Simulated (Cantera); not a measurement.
A perfectly stirred reactor is fed with 8.98 % CH₄, 19.1 % O₂, 71.9 % N₂, equivalence ratio 0.94, at 16.8 atm; it is adiabatic with a 500 K inlet, and is followed from long to short residence time, starting on the burning branch (τ in s: 0.091, 0.05, 0.028, 0.015, 0.0084, 0.0046, 0.0026, 0.0014, 0.00078, 0.00043, 0.00024, 0.00013, 7.3e-05).

Computed with Cantera and GRI-Mech 3.0 (53 species, 325 reactions). The pressure lies above the range GRI-Mech 3.0 was tuned for (to about 10 atm).

x: mole fraction; the columns are a selection and need not sum to one.

```
τ (s)    T (K)     x CH₄    x O₂   x H₂O₂  x H₂O       x O
-------  -----  --------  ------  -------  -----  --------
0.091     2338   4.04e-7  0.0114  3.79e-7  0.177  0.000161
0.050     2338   7.28e-7  0.0115  3.84e-7  0.177  0.000164
0.028     2339   1.28e-6  0.0118  3.90e-7  0.177  0.000167
0.015     2339   2.34e-6  0.0121  3.99e-7  0.177  0.000173
0.0084    2339   4.08e-6  0.0124  4.10e-7  0.177  0.000179
0.0046    2337   7.20e-6  0.0127  4.25e-7  0.176  0.000189
0.0026    2334   1.22e-5  0.0131  4.47e-7  0.176  0.000202
0.0014    2327   2.12e-5  0.0136  4.83e-7  0.176         …
0.00078   2318   3.49e-5  0.0142  5.35e-7  0.175         …
0.00043   2304   5.69e-5  0.0151  6.14e-7  0.174         …
0.00024   2286   9.08e-5  0.0163  7.26e-7  0.173         …
0.00013   2261  0.000149  0.0180  8.90e-7  0.172         …
7.3e-5    2229  0.000241  0.0200  1.10e-6  0.170         …
```

Question: What belongs in the gaps?

Answer: 
- 0.0014, x O: 0.000225
- 0.00078, x O: 0.000258
- 0.00043, x O: 0.000308
- 0.00024, x O: 0.000375
- 0.00013, x O: 0.000467
- 7.3e-5, x O: 0.000568
